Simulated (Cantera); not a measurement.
A freely propagating, adiabatic, planar premixed flame of H₂ : O₂ : N₂ : H₂O = 1 : 0.294 : 1.06 : 0.16 (molar parts), unburnt at 500 K and 500000 Pa; mixture-averaged transport, grid criteria slope 0.08 and curve 0.16, no radiation.

Model: the H2/O2 subset of GRI-Mech 3.0, which has no nitrogen chemistry, integrated in Cantera. The hydrogen kinetics of GRI-Mech 3.0 are dated; newer H2 mechanisms differ, most at raised pressure. Burning velocities carry a grid error of a few per cent, more on coarse grids.

x: mole fraction of selected species; z is measured from the peak of heat release.

```
z (mm)   T (K)  u (m/s)   x H₂        x O₂   x H₂O         x H      x H₂O₂       x HO₂
-------  -----  -------  -----  ----------  ------  ----------  ----------  ----------
-0.146     500     5.75  0.398       0.117  0.0636       <1e-8       <1e-8       <1e-8
-0.0974    500     5.75  0.398       0.117  0.0637       <1e-8       <1e-8       <1e-8
-0.0730    500     5.75  0.398       0.117  0.0637       <1e-8       <1e-8     7.05e-8
-0.0487    502     5.76  0.396       0.117  0.0638       <1e-8  (withheld)  (withheld)
-0.0243    564     6.34  0.381       0.119  0.0681     2.65e-5     2.54e-5    0.000517
-0.0122    860     9.35  0.342       0.111  0.0975     0.00230     9.97e-5     0.00105
0         1276     13.5  0.280      0.0828   0.163      0.0143     4.11e-5    0.000454
0.0122    1575     16.5  0.220      0.0451   0.237      0.0304     5.62e-6    0.000201
0.0243    1742     18.2  0.185      0.0198   0.284      0.0391     2.73e-6     8.16e-5
0.0487    1890     19.6  0.167     0.00397   0.316      0.0387     1.36e-6     1.54e-5
0.0974    2004     20.7  0.168    0.000766   0.325      0.0290     6.64e-7     3.31e-6
0.195     2093     21.4  0.173    0.000297   0.330      0.0189     3.36e-7     1.39e-6
0.390     2156     22.0  0.177  (withheld)   0.333  (withheld)  (withheld)  (withheld)
```

Problem. Some entries are withheld; supply them.

Solution. 
- -0.0487, x H₂O₂: 1.10e-7
- -0.0487, x HO₂: 2.40e-6
- 0.390, x O₂: 0.000113
- 0.390, x H: 0.0113
- 0.390, x H₂O₂: 1.60e-7
- 0.390, x HO₂: 5.35e-7
